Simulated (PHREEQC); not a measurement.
**Ultrapure water in contact with air or piping: an equilibrium model**

Model water analysis in mmol/kgw, 75 °C, pH 6.14, pe 10.1: Na 0.00185; K 1.56e-05; Ca 0.000474; Mg 0.000556; Cl 0.000729; S(6) 0.000607; Alkalinity (meq/kgw) 0.00194; Cu(2) 9.01e-05.

Valence states are taken as typed.

Model: ion-association model, wateq4f.dat, run in PHREEQC.

Each row changes one thing in this solution. This is a speciation only: nothing precipitates in the calculation.

```tsv
case	ionic strength (mol/kgw)	CO2 (mol/kgw)	HCO3- (mol/kgw)	Cu+2 (mol/kgw)	Cu(OH)2 (mol/kgw)	CuOH+ (mol/kgw)	SI of Tenorite (CuO)	SI of Cu(OH)2 (Cu(OH)2)
as made	6.43e-6	3.62e-6	2.39e-6	8.53e-8	3.35e-9	1.17e-9	-0.81	-1.83
all concentrations times 2 at the same typed pH	___	6.54e-6	4.32e-6	1.70e-7	6.64e-9	___	-0.51	-1.53
S(6) from 0.000607 to 0.00182 mmol/kgw	8.86e-6	3.62e-6	2.39e-6	8.53e-8	3.34e-9	1.16e-9	-0.81	-1.83
pH from 6.14 to 5.64 at the same alkalinity	___	1.99e-5	4.15e-6	___	3.49e-10	3.85e-10	-1.79	-2.81
```

### Question
Some entries are withheld; supply them.

### Answer

- all concentrations times 2 at the same typed pH, ionic strength (mol/kgw): 1.21e-5
- all concentrations times 2 at the same typed pH, CuOH+ (mol/kgw): 2.31e-9
- pH from 6.14 to 5.64 at the same alkalinity, ionic strength (mol/kgw): 8.02e-6
- pH from 6.14 to 5.64 at the same alkalinity, Cu+2 (mol/kgw): 8.91e-8

Constants without temperature data keep their 25 °C values here.
